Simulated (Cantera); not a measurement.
Charge: 1 mol H2O, 0.09 mol H2, 0.12 mol O2, held at 113 Torr.

Method: chemical equilibrium by Gibbs-energy minimisation in Cantera with the NASA 1993 tables (ideal gas, pure condensed phases). Candidate condensed phases: H2O; 9 gas species. The numbers say what is thermodynamically allowed, not how fast it happens.

x: gas mole fraction; nothing condenses.

```
T (K)  x H2O       x H      x H2      x OH       x O    x O2
-----  -----  --------  --------  --------  --------  ------
1150   0.936  3.90e-11   4.09e-8   5.39e-6   5.45e-9  0.0644
1350   0.936         …         …         …         …  0.0644
1550   0.935   4.77e-7   3.44e-5  0.000436   5.12e-6  0.0643
1750   0.934   1.07e-5  0.000318   0.00184   4.89e-5  0.0640
1950   0.928  0.000128   0.00186   0.00578  0.000294  0.0636
2150   0.912         …         …         …         …  0.0636
2350   0.869   0.00499    0.0240    0.0312   0.00438  0.0660
2550   0.781    0.0191    0.0565    0.0580    0.0128  0.0724
2750   0.633    0.0566     0.103    0.0938    0.0327  0.0814
2950   0.436     0.133     0.145     0.128    0.0722  0.0864
3150   0.237     0.251     0.157     0.140     0.135  0.0796
```

**Question.** Some entries are withheld; supply them.

**Answer.** 
- 1350, x H: 8.58e-9
- 1350, x H2: 1.94e-6
- 1350, x OH: 6.71e-5
- 1350, x O: 2.76e-7
- 2150, x H: 0.000958
- 2150, x H2: 0.00773
- 2150, x OH: 0.0146
- 2150, x O: 0.00127
